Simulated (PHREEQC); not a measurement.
Make-up at 73 °C and 50 atm: 0.45 mol CuSO4, 0.12 mol HNO3 and 0.014 mol NaCl per kg of water. Closed to the air; pH follows from the charge balance.

All values are PHREEQC results (ion-association model, phreeqc.dat), not measurements.

Each row changes one thing in this solution. No solid was allowed to form.

| case | pH | ionic strength (mol/kgw) | SO4-2 (mol/kgw) | HSO4- (mol/kgw) |
|---|---|---|---|---|
| as made | 1.91 | 0.921 | 0.148 | 0.103 |
| temperature from 73 to 25 °C | 1.56 | 0.941 | 0.160 | 0.0831 |
| diluted 2-fold with water | 2.11 | 0.476 | 0.0784 | 0.0496 |
| NaCl left out | 1.91 | (withheld) | 0.146 | 0.103 |
| HNO3 left out | (withheld) | 0.818 | 0.202 | (withheld) |
| CuSO4 replaced by ZnSO4 at the same molality | 1.80 | (withheld) | 0.112 | 0.0983 |
| CuSO4 from 0.45 to 0.225 mol/kgw | 1.68 | 0.541 | 0.0580 | 0.0922 |
| temperature from 73 to 15 °C | 1.51 | 0.954 | 0.165 | 0.0787 |

Question: Some entries are withheld; supply them.

Answer: 
- NaCl left out, ionic strength (mol/kgw): 0.912
- HNO3 left out, pH: 3.92
- HNO3 left out, HSO4- (mol/kgw): 0.00150
- CuSO4 replaced by ZnSO4 at the same molality, ionic strength (mol/kgw): 0.962

The ionic strength passes 0.7 mol/kgw, the rough limit of the ion-association models, in as made; temperature from 73 to 25 °C; NaCl left out; HNO3 left out; CuSO4 replaced by ZnSO4 at the same molality; temperature from 73 to 15 °C. Under pressure, the constants of complexes without a molar volume in the database are unreliable. Away from 25 °C the constants follow the database's enthalpies or fits; those with neither stay at their 25 °C values.
